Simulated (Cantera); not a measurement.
Feed: 1 mol SiH2Cl2, 0.032 mol Cl2, 3.4 mol N2, equilibrated at 1425 K and 52.0 mbar.

Cantera equilibrium calculation (NASA polynomials, part measured and part estimated; ideal gas, pure solids and liquids). Candidate condensed phases: NH4Cl, Si, Si3N4; 28 gas species. N2 is the only nitrogen source here; it is nearly inert below about 1500 K, so the nitride shown seldom forms there in practice. The tables' values for SiCl3 are old estimates; treat these amounts as uncertain. Rates play no part.

Base state: N2 0.610, HCl 0.256, H2 0.0819, SiCl4 0.0313, SiCl2 0.0112, SiCl3 0.00942, SiHCl3 0.000785, Cl 2.19e-5 (mole fractions); condensed: Si3N4(s).

Problem. What changes in the equilibrium state with this change: N2 from 3.4 to 22 mol?

Solution. 
| species | before | after |
|---|---|---|
| N2 | 0.610 | 0.918 |
| HCl | 0.256 | 0.0614 |
| H2 | 0.0819 | 0.0120 |
| SiCl4 | 0.0313 | 0.00367 |
| SiCl2 | 0.0112 | 0.00334 |
| SiHCl3 | 0.000785 | 5.63e-5 |
| SiCl3 | 0.00942 | 0.00177 |
| Si3N4(s), mol | 0.250 | 0.264 |

Problem. What changes in the equilibrium state with this change: Cl2 from 0.032 to 0.54 mol?

Solution. 
```tsv
species	before	after
N2	0.610	0.585
HCl	0.256	0.259
SiCl4	0.0313	0.0617
H2	0.0819	0.0609
SiCl3	0.00942	0.0158
SiCl2	0.0112	0.0159
SiHCl3	0.000785	0.00113
Cl	2.19e-5	2.58e-5
Si3N4(s), mol	0.250	0.169
```
